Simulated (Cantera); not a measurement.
Charge: 1 mol B2O3, 43 mol N2, 0.9 mol H2, held at 2223 K and 93000 Pa.

Method: chemical equilibrium by Gibbs-energy minimisation in Cantera with the NASA 1993 tables (ideal gas, pure condensed phases). Candidate condensed phases: B, BN, B2O3, B3O3H3, H2O; 39 gas species. Kinetics and transport are ignored.

Base state: N2 0.956, B2O3 0.0156, H2 0.0147, HBO2 0.00621, HBO 0.00287, BO 0.00187, B2O2 0.00113, H 0.000806 (mole fractions); condensed: gas only.

What changes in the equilibrium state with this change: H2 from 0.9 to 3.8 mol?


```
species    before    after
-------  --------  -------
N2          0.956    0.898
H2         0.0147   0.0697
B2O3       0.0156   0.0109
H2O      0.000355  0.00105
HBO       0.00287  0.00658
H        0.000806  0.00175
BO2       5.92e-5  3.90e-5
```

What changes in the equilibrium state with this change: temperature from 2223 K to 2300 K?


```json
[
 {"species": "N2", "before": "0.956", "after": "0.956"},
 {"species": "B2O3", "before": "0.0156", "after": "0.0151"},
 {"species": "H2", "before": "0.0147", "after": "0.0142"},
 {"species": "BO", "before": "0.00187", "after": "0.00268"},
 {"species": "BO2", "before": "5.92e-5", "after": "0.000107"},
 {"species": "H", "before": "0.000806", "after": "0.00120"},
 {"species": "H2O", "before": "0.000355", "after": "0.000453"},
 {"species": "B2O2", "before": "0.00113", "after": "0.00104"}
]
```
